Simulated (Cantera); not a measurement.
Mixture: CH4 : O2 : N2 = 1 : 0.952 : 4.38 (molar parts), at 19.0 bar, adiabatic and at constant pressure. Ignition delay is the time to a rise of 400 K.

Computed with Cantera and GRI-Mech 3.0 (53 species, 325 reactions). The pressure lies above the range GRI-Mech 3.0 was tuned for (to about 10 atm).

Predict: delay at 1123 K; delay at 1273 K; delay at 1423 K; delay at 1573 K; delay at 1723 K; apparent activation energy between 1573 and 1723 K.


```
Quantity                                                 Value
--------------------------------------------------  ----------
delay at 1123 K                                        10.3 ms
delay at 1273 K                                        1.75 ms
delay at 1423 K                                       0.374 ms
delay at 1573 K                                        91.7 µs
delay at 1723 K                                        25.3 µs
apparent activation energy between 1573 and 1723 K  190 kJ/mol
```
